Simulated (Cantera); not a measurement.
Feed: 1 mol C₂F₆, 0.13 mol CH₄, 0.11 mol H₂, held at 11.0 Pa.

Method: chemical equilibrium by Gibbs-energy minimisation in Cantera with the NASA 1993 tables (ideal gas, pure condensed phases). Candidate condensed phases: C, C₆H₆, C₇H₈, C₈H₁₈; 95 gas species. The feed counts by its element totals alone. Gases not in the tables: C₂F₆ and larger saturated fluorocarbons. Rates play no part.

x: gas mole fraction; n: condensed amount in mol.

| T (°C) | x F | x C | x HF | x CF₂ | x H | x C₃ | x CF | x C₂ | n C(graphite) |
|---|---|---|---|---|---|---|---|---|---|
| 1850 | 0.711 | 3.36e-6 | 0.142 | 0.139 | 1.53e-5 | 4.36e-6 | 0.00583 | 3.75e-7 | 1.36 |
| 2000 | 0.811 | 4.88e-5 | 0.129 | 0.0470 | 0.000111 | 9.17e-5 | 0.0122 | 8.11e-6 | 1.79 |
| 2150 | 0.837 | 0.000507 | 0.124 | 0.0153 | 0.000721 | 0.00131 | 0.0214 | 0.000119 | 1.89 |
| 2300 | 0.821 | … | 0.117 | … | … | … | … | … | … |
| 2450 | 0.742 | 0.0224 | 0.0928 | 0.00146 | 0.0155 | 0.0762 | 0.0403 | 0.00824 | 0 |
| 2600 | 0.738 | … | … | … | … | … | … | … | 0 |
| 2750 | 0.718 | 0.120 | 0.0282 | 6.42e-5 | 0.0660 | 0.0334 | 0.0183 | 0.0162 | 0 |
| 2900 | 0.692 | 0.187 | 0.0104 | 1.22e-5 | 0.0774 | 0.0102 | 0.00964 | 0.0125 | 0 |

### Question
What belongs in the gaps?

### Answer

- 2300, x C: 0.00401
- 2300, x CF₂: 0.00514
- 2300, x H: 0.00385
- 2300, x C₃: 0.0136
- 2300, x CF: 0.0333
- 2300, x C₂: 0.00127
- 2300, n C(graphite): 1.60
- 2600, x C: 0.0578
- 2600, x HF: 0.0614
- 2600, x CF₂: 0.000308
- 2600, x H: 0.0407
- 2600, x C₃: 0.0598
- 2600, x CF: 0.0287
- 2600, x C₂: 0.0134
